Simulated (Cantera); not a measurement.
Charge: 1 mol Fe(CO)5, 9.2 mol CO, 5.8 mol H2, at 1048 K and 1.00 Torr.

Cantera equilibrium calculation (NASA polynomials, part measured and part estimated; ideal gas, pure solids and liquids). Candidate condensed phases: C, C6H6, C7H8, C8H18, Fe, Fe(CO)5, FeO, Fe(OH)2, Fe(OH)3, Fe2O3, Fe3O4, H2O; 114 gas species. Condensed phases not in the tables: cementite and carbon dissolved in iron. Kinetics and transport are ignored.

Base state: CO 0.710, H2 0.290, CO2 0.000149, H2O 5.13e-5 (mole fractions); condensed: C(graphite) + Fe(α).

Task: What changes in the equilibrium state with this change: temperature from 1048 K to 900 K?

Result: 
```tsv
species	before	after
CO	0.710	0.705
H2	0.290	0.291
CO2	0.000149	0.00370
H2O	5.13e-5	0.000663
CH4	6.55e-6	3.51e-5
C(graphite), mol	0.00388	0.0862
Fe(α), mol	1.00	1.00
```

Task: What changes in the equilibrium state with this change: temperature from 1048 K to 750 K?

Result: 
| species | before | after |
|---|---|---|
| CO | 0.710 | 0.482 |
| H2 | 0.290 | 0.326 |
| CO2 | 0.000149 | 0.173 |
| H2O | 5.13e-5 | 0.0190 |
| CH4 | 6.55e-6 | 0.000452 |
| C(graphite), mol | 0.00388 | 3.21 |
| Fe(α), mol | 1.00 | 1.00 |
